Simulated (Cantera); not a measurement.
Mixture: CO : H2 : CH4 : O2 : N2 : H2O = 1 : 0.04 : 0.92 : 1.82 : 6.83 : 2.9 (molar parts), at 1.00 bar, adiabatic and at constant volume. Ignition delay is the time to a rise of 400 K.

Model: GRI-Mech 3.0 (53 species, 325 reactions), integrated in Cantera.

Task: At T0 = 1100 K, what is the delay, and which 5 reactions control it most (d ln τ / d ln k, from doubling and halving each rate constant)?

Result: The delay is 0.216 s.
| reaction | d ln τ / d ln k | faster rate |
|---|---|---|
| 2 CH3 (+M) <=> C2H6 (+M) | 1.11 | lengthens it |
| H + O2 <=> O + OH | -0.78 | shortens it |
| CH3 + HO2 <=> CH3O + OH | -0.65 | shortens it |
| CO + HO2 <=> CO2 + OH | 0.57 | lengthens it |
| CH4 + OH <=> CH3 + H2O | 0.48 | lengthens it |
